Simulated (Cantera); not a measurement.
A closed system holds: 1 mol c-C4F8, 0.23 mol Si, 1.6 mol H2, at 1700 K and 0.000120 bar.

Cantera equilibrium calculation (NASA polynomials, part measured and part estimated; ideal gas, pure solids and liquids). Candidate condensed phases: C, C6H6, C7H8, C8H18, Si, SiC; 113 gas species. The feed counts by its element totals alone. Gases not in the tables: C2F6 and larger saturated fluorocarbons. The numbers say what is thermodynamically allowed, not how fast it happens.

Base state: HF 0.706, CF4 0.196, SiF4 0.0507, CF2 0.0239, F 0.0227, CF3 0.000747, CF 1.82e-5 (mole fractions); condensed: C(graphite).

What changes in the equilibrium state with this change: temperature from 1700 K to 3200 K?


| species | before | after |
|---|---|---|
| F | 0.0227 | 0.524 |
| C | <1e-9 | 0.208 |
| H | 5.52e-7 | 0.202 |
| HF | 0.706 | 0.0185 |
| CF4 | 0.196 | <1e-9 |
| Si | <1e-9 | 0.0142 |
| C2 | <1e-9 | 0.0138 |
| C3 | <1e-9 | 0.0108 |
| SiF4 | 0.0507 | 1.08e-8 |
| CF2 | 0.0239 | 6.53e-6 |
| SiF | <1e-9 | 0.00122 |
| CF3 | 0.000747 | <1e-9 |
| C(graphite), mol | 3.00 | 0 |
The tables' values for SiF, SiF2 are old estimates; treat these amounts as uncertain.

What changes in the equilibrium state with this change: H2 from 1.6 to 4.1 mol?


| species | before | after |
|---|---|---|
| HF | 0.706 | 0.899 |
| H2 | 1.69e-9 | 0.0679 |
| SiF4 | 0.0507 | 0.0267 |
| CF4 | 0.196 | <1e-9 |
| CF2 | 0.0239 | <1e-9 |
| F | 0.0227 | 4.55e-6 |
| CF3 | 0.000747 | <1e-9 |
| SiF2 | <1e-9 | 8.86e-5 |
| C(graphite), mol | 3.00 | 4.00 |
The tables' values for SiF3, SiF2 are old estimates; treat these amounts as uncertain.

What changes in the equilibrium state with this change: c-C4F8 replaced by CF4?


| species | before | after |
|---|---|---|
| HF | 0.706 | 0.915 |
| SiF4 | 0.0507 | 0.0653 |
| H2 | 1.69e-9 | 0.0155 |
| CF4 | 0.196 | <1e-9 |
| CF2 | 0.0239 | 4.36e-9 |
| F | 0.0227 | 9.69e-6 |
| CF3 | 0.000747 | <1e-9 |
| SiF2 | <1e-9 | 4.79e-5 |
| H | 5.52e-7 | 0.00168 |
| C(graphite), mol | 3.00 | 1.000 |
The tables' values for SiF3, SiF2 are old estimates; treat these amounts as uncertain.
